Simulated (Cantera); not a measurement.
Gas mixture: CO2 : O2 = 0.13 : 0.061 (molar parts), at 0.310 bar, frozen composition.

Cantera's kinetic-theory transport with the Lennard-Jones parameters of GRI-Mech 3.0, ideal gas; thermal conductivity in the multicomponent form.

D: mixture-averaged diffusion coefficient of that species in the mixture.

```json
[
 {"T (K)": "400", "ρ (kg/m³)": "0.374", "cp (J/kg/K)": "938.8", "μ (µPa s)": "21.2", "λ (mW/m/K)": "27.7", "Pr": "0.721", "D (cm²/s) CH3": "1.04", "D (cm²/s) OH": "1.46", "D (cm²/s) N2": "0.939"},
 {"T (K)": "550", "ρ (kg/m³)": "0.272", "cp (J/kg/K)": "1031", "μ (µPa s)": "(withheld)", "λ (mW/m/K)": "(withheld)", "Pr": "0.725", "D (cm²/s) CH3": "(withheld)", "D (cm²/s) OH": "(withheld)", "D (cm²/s) N2": "(withheld)"},
 {"T (K)": "700", "ρ (kg/m³)": "0.214", "cp (J/kg/K)": "1102", "μ (µPa s)": "33.1", "λ (mW/m/K)": "50.3", "Pr": "0.727", "D (cm²/s) CH3": "2.79", "D (cm²/s) OH": "3.84", "D (cm²/s) N2": "2.48"},
 {"T (K)": "850", "ρ (kg/m³)": "0.176", "cp (J/kg/K)": "1156", "μ (µPa s)": "38.2", "λ (mW/m/K)": "60.7", "Pr": "0.728", "D (cm²/s) CH3": "3.89", "D (cm²/s) OH": "5.34", "D (cm²/s) N2": "3.46"},
 {"T (K)": "1000", "ρ (kg/m³)": "0.150", "cp (J/kg/K)": "1198", "μ (µPa s)": "42.9", "λ (mW/m/K)": "70.5", "Pr": "0.728", "D (cm²/s) CH3": "5.13", "D (cm²/s) OH": "7.01", "D (cm²/s) N2": "4.55"},
 {"T (K)": "1150", "ρ (kg/m³)": "0.130", "cp (J/kg/K)": "1228", "μ (µPa s)": "47.2", "λ (mW/m/K)": "(withheld)", "Pr": "0.728", "D (cm²/s) CH3": "(withheld)", "D (cm²/s) OH": "(withheld)", "D (cm²/s) N2": "(withheld)"},
 {"T (K)": "1300", "ρ (kg/m³)": "0.115", "cp (J/kg/K)": "1254", "μ (µPa s)": "51.3", "λ (mW/m/K)": "88.4", "Pr": "0.728", "D (cm²/s) CH3": "7.98", "D (cm²/s) OH": "10.9", "D (cm²/s) N2": "7.05"},
 {"T (K)": "1450", "ρ (kg/m³)": "0.103", "cp (J/kg/K)": "1274", "μ (µPa s)": "55.2", "λ (mW/m/K)": "96.8", "Pr": "0.728", "D (cm²/s) CH3": "9.58", "D (cm²/s) OH": "13.0", "D (cm²/s) N2": "8.46"}
]
```

Task: Complete the blanks.

Result: 
- 550, μ (µPa s): 27.6
- 550, λ (mW/m/K): 39.2
- 550, D (cm²/s) CH3: 1.83
- 550, D (cm²/s) OH: 2.54
- 550, D (cm²/s) N2: 1.64
- 1150, λ (mW/m/K): 79.7
- 1150, D (cm²/s) CH3: 6.49
- 1150, D (cm²/s) OH: 8.86
- 1150, D (cm²/s) N2: 5.75
